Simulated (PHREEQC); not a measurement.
A solution holds 0.0021 mol ZnSO4 and 0.099 mol Na2SO4 per kg of water, at 25 °C. Closed to the air; pH follows from the charge balance.

Computed with PHREEQC (ion-association model, wateq4f.dat).

Precipitation was switched off in this run.

Task: Order these S species by the share of S that they hold, largest first: SO4-2, ZnSO4, Zn(SO4)2-2, NaSO4-.

Result: SO4-2 (79 %), NaSO4- (19 %), Zn(SO4)2-2 (1.1 %), ZnSO4 (0.89 %)

The pH is 6.56 and the ionic strength 0.262 mol/kgw. Species that the database lacks are ignored.
